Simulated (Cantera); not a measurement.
**Silicon epitaxy and polysilicon growth: SiHCl3 + Cl2 + H2**

A closed system holds: 1 mol SiHCl3, 0.93 mol Cl2, 20 mol H2, held at 10000 Pa.

These are equilibrium values from Cantera (NASA tables, ideal gas, pure condensed phases), not measurements of a reactor. Candidate condensed phases: Si; 19 gas species. The tables' values for SiCl3, SiCl are old estimates; treat these amounts as uncertain. Rates play no part.

```
T (K)  log p H2  log p HCl  log p SiCl4  log p SiCl2
-----  --------  ---------  -----------  -----------
923       -1.04      -2.37        -2.37        -6.42
1023      -1.04      -2.33        -2.41        -4.88
1123      -1.05      -2.26        -2.49        -3.75
1223      -1.05      -2.15        -2.66        -3.03
1323      -1.07      -2.02        -2.98        -2.65
1423      -1.07      -1.95        -3.47        -2.48
1523      -1.08      -1.92        -4.04        -2.41
1623      -1.08      -1.91        -4.61        -2.39
1723      -1.08      -1.91        -5.13        -2.38
```
log p: log10 of the partial pressure in bar; nothing condenses.

From 923 K to 1723 K nothing is condensed. The main Si-bearing gas is SiCl4 at 923 K and SiCl2 at 1723 K.
